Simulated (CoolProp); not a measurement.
Sulfur dioxide along the isobar 3.91 MPa: fugacity coefficient from the reference equation and from simpler models built on Tc = 430.6 K, pc = 7.887 MPa, ω = 0.256; each cubic takes its own stable root.

Model: reference Helmholtz-energy equation of state, Gao 2016, in CoolProp.

| T (K) | phase | reference | Redlich-Kwong | Soave-Redlich-Kwong | Peng-Robinson |
|---|---|---|---|---|---|
| 244.3 | liquid | 0.01105 | 0.02406 | 0.01108 | 0.01136 |
| 250.3 | liquid | 0.01500 | 0.03139 | 0.01506 | 0.01534 |
| 256.4 | liquid | 0.02009 | 0.04045 | 0.02021 | 0.02048 |
| 262.5 | liquid | 0.02646 | 0.05132 | 0.02667 | 0.02689 |
| 268.6 | liquid | 0.03432 | 0.06417 | 0.03467 | 0.03479 |
| 274.7 | liquid | 0.04388 | 0.07918 | 0.04441 | 0.04438 |
| 280.8 | liquid | 0.05534 | 0.09651 | 0.05613 | 0.05588 |
| 286.9 | liquid | 0.06893 | 0.1163 | 0.07005 | 0.06951 |
| 292.9 | liquid | 0.08457 | 0.1383 | 0.08612 | 0.08520 |
| 299 | liquid | 0.1030 | 0.1633 | 0.1051 | 0.1037 |
| 305.1 | liquid | (withheld) | 0.1910 | 0.1269 | 0.1249 |
| 311.2 | liquid | 0.1482 | 0.2215 | 0.1517 | 0.1490 |
| 317.3 | liquid | 0.1754 | 0.2549 | 0.1798 | 0.1763 |
| 323.4 | liquid | 0.2057 | 0.2911 | 0.2112 | 0.2067 |
| 329.4 | liquid | (withheld) | 0.3293 | (withheld) | 0.2399 |

### Question
Complete the blanks.

### Answer

- 305.1, reference: 0.1242
- 329.4, reference: 0.2388
- 329.4, Soave-Redlich-Kwong: 0.2454
